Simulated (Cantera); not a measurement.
Input (Python, Cantera):

```python
import numpy as np
import cantera as ct

gas = ct.Solution("gri30.yaml")
gas.TP = 300, 100000
flame = ct.CounterflowDiffusionFlame(gas, width=0.02)
flame.fuel_inlet.X, flame.fuel_inlet.T = {'CO': 1, 'H2': 0.52}, 350
flame.oxidizer_inlet.X, flame.oxidizer_inlet.T = {'O2': 0.2, 'N2': 0.8}, 525
flame.set_refine_criteria(ratio=3, slope=0.12, curve=0.24, prune=0.03)
show = ['OH', 'H', 'NO', 'CO']

rows = []
print(f"{'mdot':>8s}{'a_max':>10s}{'a_mean':>10s}{'Tmax/K':>9s}" + "".join(f"{s:>11s}" for s in show) + "   (peak mole fractions)")
for i, mdot in enumerate([0.6, 0.78, 1, 1.3, 1.7, 2.2, 2.9, 3.7]):  # kg/m2/s on the oxidiser side
    flame.oxidizer_inlet.mdot, flame.fuel_inlet.mdot = mdot, 0.89 * mdot
    flame.solve(loglevel=0, auto=(i == 0))
    if flame.T.max() < max(350, 525) + 100:
        print(f"{mdot:8.3g}  no burning solution found from the previous one")
        break
    dT = np.abs(np.gradient(flame.T, flame.grid))
    rows.append([flame.strain_rate("max"), flame.strain_rate("mean"), flame.T.max(),
                 *(flame.X[gas.species_index(s)].max() for s in show), max(dT[0], dT[-1]) / dT.max()])
    print(f"{mdot:8.3g}{rows[-1][0]:10.1f}{rows[-1][1]:10.1f}{rows[-1][2]:9.1f}" + "".join(f"{x:11.3e}" for x in rows[-1][3:-1]))
```

Result:

```
    mdot     a_max    a_mean   Tmax/K         OH          H         NO         CO   (peak mole fractions)
     0.6     351.8      86.1   2146.0  1.110e-02  1.029e-02  1.009e-04  6.871e-01
    0.78     447.1     111.9   2112.4  1.116e-02  1.137e-02  8.187e-05  6.868e-01
       1     562.6     143.5   2081.2  1.121e-02  1.247e-02  6.844e-05  6.858e-01
     1.3     717.9     186.5   2046.2  1.119e-02  1.369e-02  5.776e-05  6.849e-01
     1.7     922.2     243.9   2010.1  1.111e-02  1.503e-02  4.938e-05  6.843e-01
     2.2    1174.0     315.7   1974.1  1.101e-02  1.639e-02  4.318e-05  6.841e-01
     2.9    1520.7     416.1   1933.1  1.082e-02  1.790e-02  3.778e-05  6.847e-01
     3.7    1912.5     530.9   1897.1  1.059e-02  1.929e-02  3.383e-05  6.847e-01
```

Computed with Cantera and GRI-Mech 3.0 (53 species, 325 reactions). The maximum strain rate includes the flame's own expansion and is several times the mean.
